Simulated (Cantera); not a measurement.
# Si3H8 + Cl2 + H2 (silicon epitaxy and polysilicon growth)

A closed system holds: 1 mol Si3H8, 0.018 mol Cl2, 11 mol H2, held at 11000 Pa.

Cantera equilibrium calculation (NASA polynomials, part measured and part estimated; ideal gas, pure solids and liquids). Candidate condensed phases: Si; 19 gas species. The feed counts by its element totals alone. Gases not in the tables: Si2H6 and higher silanes. Kinetics and transport are ignored.

From 1498 K to 1673 K the condensed part is Si(s). From 1698 K to 1748 K the condensed part is Si(l). The main Si-bearing gas is SiCl2 at 1498 K and SiH2 at 1748 K.

| T (K) | x H2 | x HCl | x H | x SiH2 | n Si(s) | n Si(l) |
|---|---|---|---|---|---|---|
| 1498 | 0.998 | 0.00236 | 5.17e-5 | 1.46e-6 | 3.00 | 0 |
| 1523 | 0.998 | 0.00236 | 6.96e-5 | 2.00e-6 | 3.00 | 0 |
| 1548 | 0.998 | 0.00236 | 9.27e-5 | 2.72e-6 | 3.00 | 0 |
| 1573 | 0.997 | 0.00236 | 0.000122 | 3.66e-6 | 3.00 | 0 |
| 1598 | 0.997 | 0.00236 | 0.000160 | 4.88e-6 | 3.00 | 0 |
| 1623 | 0.997 | 0.00236 | 0.000208 | 6.45e-6 | 3.00 | 0 |
| 1648 | 0.997 | 0.00236 | 0.000268 | 8.45e-6 | 3.00 | 0 |
| 1673 | 0.997 | 0.00236 | 0.000343 | 1.10e-5 | 3.00 | 0 |
| 1698 | 0.997 | 0.00235 | 0.000435 | 1.39e-5 | 0 | 3.00 |
| 1723 | 0.997 | 0.00236 | 0.000549 | 1.69e-5 | 0 | 3.00 |
| 1748 | 0.997 | 0.00236 | 0.000688 | 2.05e-5 | 0 | 3.00 |
x: gas mole fraction; n: condensed amount in mol.
